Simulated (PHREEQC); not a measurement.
0.034 g of hydrous ferric oxide (600 m²/g; 0.2 weak and 0.005 strong sites per Fe, Dzombak-Morel constants, diffuse double layer) in 1 kg of water with 0.001 mol/kgw of an inert sodium salt, at 25 °C; the pH is set by adding NaOH or the inert anion's acid. Oxygen alone is held at its pressure in air (log pO2 = -0.68). The system is closed to CO2. Nothing may precipitate in this run.

Base run: PHREEQC, ion-association model, wateq4f.dat. Each further column changes one thing. The table gives surface charge σ (C/m²).

| pH | base | background salt from 0.001 to 0.0001 mol/kgw | oxide from 0.034 to 0.17 g/kgw | 0.00029 mol/kgw NaH2PO4 added |
|---|---|---|---|---|
| 3 | 0.252 | 0.223 | 0.255 | 0.009 |
| 4.33 | 0.090 | 0.044 | 0.091 | 0.002 |
| 5.67 | 0.026 | 0.009 | 0.026 | -0.001 |
| 7 | 0.006 | 0.002 | 0.006 | (withheld) |
| 8.33 | -0.001 | (withheld) | -0.001 | (withheld) |
| 9.67 | -0.010 | -0.004 | -0.010 | (withheld) |
| 11 | -0.054 | (withheld) | -0.055 | (withheld) |

Problem. Some entries are withheld; supply them.

Solution. 
- 7, 0.00029 mol/kgw NaH2PO4 added: -0.005
- 8.33, background salt from 0.001 to 0.0001 mol/kgw: 0.000
- 8.33, 0.00029 mol/kgw NaH2PO4 added: -0.008
- 9.67, 0.00029 mol/kgw NaH2PO4 added: -0.016
- 11, background salt from 0.001 to 0.0001 mol/kgw: -0.043
- 11, 0.00029 mol/kgw NaH2PO4 added: -0.063

The oxide is taken as insoluble; below pH 4 it would dissolve. H3PO4, which wateq4f.dat lacks, is added to it with the constant of phreeqc.dat.
